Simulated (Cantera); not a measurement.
Charge: 1 mol NF₃, 0.061 mol H₂O, 7.1 mol O₂, equilibrated at 1475 K and 0.00720 bar.

Equilibrium computed with Cantera from the NASA thermochemical tables; the gas is ideal and each condensed phase is pure. Candidate condensed phases: H₂O; 40 gas species. The numbers say what is thermodynamically allowed, not how fast it happens.

Base state: O₂ 0.671, F 0.271, N₂ 0.0468, HF 0.0115, NO 0.000471, F₂ 8.90e-5, O 2.77e-5 (mole fractions); condensed: gas only.

What changes in the equilibrium state with this change: H₂O from 0.061 to 1 mol?


```tsv
species	before	after
O₂	0.671	0.684
HF	0.0115	0.180
F	0.271	0.0901
N₂	0.0468	0.0448
F₂	8.90e-5	9.86e-6
NO	0.000471	0.000465
```

What changes in the equilibrium state with this change: temperature from 1475 K to 1875 K?


| species | before | after |
|---|---|---|
| O₂ | 0.671 | 0.668 |
| F | 0.271 | 0.270 |
| N₂ | 0.0468 | 0.0458 |
| O | 2.77e-5 | 0.00232 |
| NO | 0.000471 | 0.00228 |
| HF | 0.0115 | 0.0115 |
| F₂ | 8.90e-5 | 4.82e-6 |
